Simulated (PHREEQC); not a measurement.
Solution (25 °C): 0.027 mol/kgw H2SO4, 0.00032 mol/kgw ZnSO4 and 0.039 mol/kgw NiSO4. Closed to the air; pH follows from the charge balance.

Computed with PHREEQC (ion-association model, wateq4f.dat).

```tsv
quantity	before	after
pH	1.64	1.85
ionic strength (mol/kgw)	0.128	0.114
NiSO4 (mol/kgw)	0.0143	0.0128
SI of Morenosite (NiSO4:7H2O)	-1.77	-2.29
SI of Goslarite (ZnSO4:7H2O)	-4.30	-4.82
```

Question: Name the change that produced these shifts.
A. diluted 2-fold with water
B. 0.0068 mol/kgw ZnCl2 added
C. ZnSO4 from 0.00032 to 0.00064 mol/kgw
D. temperature from 25 to 75 °C
E. 0.0015 mol/kgw Zn(NO3)2 added

Answer: D, temperature from 25 to 75 °C

This is a speciation only: nothing precipitates in the calculation. Away from 25 °C the constants follow the database's enthalpies or fits; those with neither stay at their 25 °C values.
